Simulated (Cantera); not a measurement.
Fluorocarbon and chlorocarbon gases: CCl₄ + H₂

A closed system holds: 1 mol CCl₄, 1.3 mol H₂, equilibrated at 0.600 Torr.

These are equilibrium values from Cantera (NASA tables, ideal gas, pure condensed phases), not measurements of a reactor. Candidate condensed phases: C, C₆H₆, C₇H₈, C₈H₁₈; 91 gas species. The tables' values for CCl are old estimates; treat these amounts as uncertain. Kinetics and transport are ignored.

| T (°C) | log p Cl | log p HCl | log p H | log p C | log p H₂ | log p C₃ | log p C₂ | n C(graphite) |
|---|---|---|---|---|---|---|---|---|
| 1927 | -3.47 | -3.39 | -4.55 | -8.82 | -4.61 | -8.62 | -9.68 | 0.999 |
| 2002 | -3.43 | -3.46 | -4.31 | -8.26 | -4.47 | -7.98 | -9.03 | 0.998 |
| 2077 | -3.40 | -3.55 | -4.10 | -7.73 | -4.40 | -7.38 | -8.43 | 0.996 |
| 2152 | -3.37 | -3.66 | -3.94 | -7.24 | -4.38 | -6.83 | -7.87 | 0.992 |
| 2227 | -3.35 | -3.81 | -3.80 | -6.78 | -4.41 | -6.30 | -7.34 | 0.981 |
| 2302 | -3.34 | -3.97 | -3.71 | -6.34 | -4.49 | -5.81 | -6.84 | 0.952 |
| 2377 | -3.33 | -4.15 | -3.64 | -5.93 | -4.62 | -5.35 | -6.37 | 0.870 |
| 2452 | -3.33 | -4.36 | -3.60 | -5.55 | -4.78 | -4.91 | -5.93 | 0.650 |
| 2527 | -3.34 | -4.58 | -3.58 | -5.18 | -4.98 | -4.50 | -5.51 | 0.0686 |
| 2602 | -3.34 | -4.79 | -3.56 | -4.96 | -5.17 | -4.50 | -5.37 | 0 |
| 2677 | -3.34 | -4.99 | -3.55 | -4.77 | -5.36 | -4.54 | -5.27 | 0 |
| 2752 | -3.35 | -5.19 | -3.55 | -4.60 | -5.56 | -4.61 | -5.19 | 0 |
| 2827 | -3.35 | -5.38 | -3.55 | -4.44 | -5.75 | -4.70 | -5.13 | 0 |
| 2902 | -3.36 | -5.57 | -3.55 | -4.31 | -5.93 | -4.82 | -5.11 | 0 |
log p: log10 of the partial pressure in bar; n: condensed amount in mol.

From 1927 °C to 2527 °C the condensed part is C(graphite). From 2602 °C to 2902 °C nothing is condensed. The main C-bearing gas is C₂H₂ (acetylene) at 1927 °C and C at 2902 °C.
